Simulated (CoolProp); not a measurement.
Vapour-liquid equilibrium of ethanol (1) + benzene (2) at 167.25 °C; x and y are mole fractions of (1).

Computed with CoolProp (multi-fluid Helmholtz-energy mixture model, Schroeder 2014 and Thol 2012; pair parameters Bell 2016).

```tsv
x	bubble pressure, mixture model (bar)	bubble pressure, Raoult's law (bar)	y, mixture model	y, Raoult's law
0.05	9.717	8.491	0.175	0.088
0.2	12.66	9.505	0.413	0.314
0.35	14.10	10.52	0.519	0.496
0.5	14.89	11.53	0.597	0.647
0.65	15.31	12.55	0.681	0.773
0.8	15.39	13.56	0.792	0.880
0.95	15.08	14.57	0.942	0.972
```

The largest gap from Raoult's law is +34.0 % in bubble pressure, at x = 0.35. y crosses x between x = 0.65 and 0.8: the model has an azeotrope there.

Pair parameters are fitted to limited data, so mixtures are less certain than the pure fluids.
